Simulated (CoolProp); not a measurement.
Vapour-liquid equilibrium of R114 (1) + ethanol (2) at 109.55 °C; x and y are mole fractions of (1).

Values from CoolProp's multi-fluid Helmholtz-energy mixture model, Platzer 1990 and Schroeder 2014; pair parameters Bell 2016. This equation is an older, rougher fit; its heat capacities, sound speeds and derivatives of the liquid may be far off and weren't checked against measurements.

**Question.** Give the bubble pressure and the first vapour's composition at x = 0.05, 0.5, 0.8. Is there an azeotrope?

**Answer.** x = 0.05: 5.218 bar, y = 0.414; x = 0.5: 16.32 bar, y = 0.835; x = 0.8: 16.95 bar, y = 0.863. y crosses x between x = 0.8 and 0.95: the model has an azeotrope there.

Pair parameters are fitted to limited data, so mixtures are less certain than the pure fluids. With so large a gap from Raoult's law the liquid may split in two, which this calculation doesn't test in full.
